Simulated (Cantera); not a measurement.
TiO₂ + C + CO + CH₄ (carbothermic reduction)

Charge: 1 mol TiO₂, 1.3 mol C, 0.039 mol CO, 0.59 mol CH₄, held at 0.133 bar.

Equilibrium computed with Cantera from the NASA thermochemical tables; the gas is ideal and each condensed phase is pure. Candidate condensed phases: C, C₆H₆, C₇H₈, C₈H₁₈, H₂O, Ti, TiC, TiO, TiO₂, Ti₂O₃, Ti₃O₅, Ti₄O₇; 113 gas species. Mutual solubility and eutectic melting of coexisting phases are not modelled. TiC, TiO: taken at fixed stoichiometry. Condensed phases not in the tables: solid solutions among these carbides, nitrides and lower oxides. Kinetics and transport are ignored.

From 1550 °C to 1750 °C the condensed part is TiC(s) + Ti₂O₃(s). From 1850 °C to 2250 °C the condensed part is TiC(s) + TiO(l). The main Ti-bearing gas is TiO throughout.

```tsv
T (°C)	x CO	x H₂	x H	x TiO	x Ti	n TiC(s)	n Ti₂O₃(s)	n TiO(l)
1550	0.537	0.461	0.000806	1.13e-7	2.52e-9	0.556	0.222	0
1650	0.537	0.461	0.00175	1.02e-6	3.85e-8	0.556	0.222	0
1750	0.537	0.459	0.00353	7.31e-6	4.47e-7	0.556	0.222	0
1850	0.555	0.438	0.00650	3.21e-5	3.47e-6	0.445	0	0.555
1950	0.554	0.434	0.0116	0.000116	2.21e-5	0.445	0	0.554
2050	0.551	0.429	0.0195	0.000375	0.000119	0.445	0	0.554
2150	0.547	0.419	0.0314	0.00109	0.000560	0.444	0	0.551
2250	0.541	0.405	0.0484	0.00290	0.00232	0.442	0	0.544
```
x: gas mole fraction; n: condensed amount in mol.
